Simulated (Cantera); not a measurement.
Feed: 1 mol borazine, 11 mol N2, held at 1.73 Torr.

Equilibrium computed with Cantera from the NASA thermochemical tables; the gas is ideal and each condensed phase is pure. Candidate condensed phases: B, BN; 15 gas species. The feed counts by its element totals alone. Kinetics and transport are ignored.

Task: Which condensed phases are stable at each of these points (T (K)): 1873, 1923, 1973, 2023, 2073, 2123, 2173, 2223?

Result: 
```tsv
T (K)	condensed phases	B condensed (%)
1873	BN(s)	100.0
1923	BN(s)	100.0
1973	BN(s)	100.0
2023	BN(s)	100.0
2073	BN(s)	99.9
2123	BN(s)	99.8
2173	BN(s)	99.6
2223	B(s)	99.0
```

From 1873 K to 2173 K the condensed part is BN(s). At 2223 K the condensed part is B(s).
